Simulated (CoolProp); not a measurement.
Vapour-liquid equilibrium of ethane (1) + C3F8 (R218) (2) at 0.105 MPa; x and y are mole fractions of (1).

Model: multi-fluid Helmholtz-energy mixture model, Bücker 2006 and Lemmon 2006; pair parameters Bell 2016, in CoolProp.

Task: Give the bubble temperature and the first vapour's composition at x = 0.2, 0.5, 0.8. Is there an azeotrope?

Result: x = 0.2: 196.6 K, y = 0.911; x = 0.5: 188.2 K, y = 0.958; x = 0.8: 187.2 K, y = 0.966. No azeotrope shows between x = 0.05 and 0.95.

Pair parameters are fitted to limited data, so mixtures are less certain than the pure fluids. With so large a gap from Raoult's law the liquid may split in two, which this calculation doesn't test in full.
